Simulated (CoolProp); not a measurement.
Vapour-liquid equilibrium of n-hexane (1) + toluene (2) at 36.8 kPa; x and y are mole fractions of (1).

The numbers come from the multi-fluid Helmholtz-energy mixture model, Thol 2019 and Lemmon 2006; pair parameters Bell 2016 in CoolProp.

```csv
x,bubble temperature (°C),y at the bubble point,dew temperature at overall composition x (°C),liquid density (mol/L)
0.05,72.7,0.222,77.2,8.763
0.15,64.4,0.481,74.6,8.649
0.25,58.8,0.624,71.9,8.513
0.35,54.6,0.715,68.8,8.368
0.45,51.4,0.781,65.5,8.220
0.55,48.7,0.832,61.8,8.072
0.65,46.4,0.875,57.6,7.925
0.75,44.3,0.913,53.0,7.782
0.85,42.4,0.949,47.8,7.643
0.95,40.6,0.983,42.3,7.507
```

No azeotrope shows between x = 0.05 and 0.95.

The pair parameters rest on a limited set of measurements; away from them the model extrapolates.
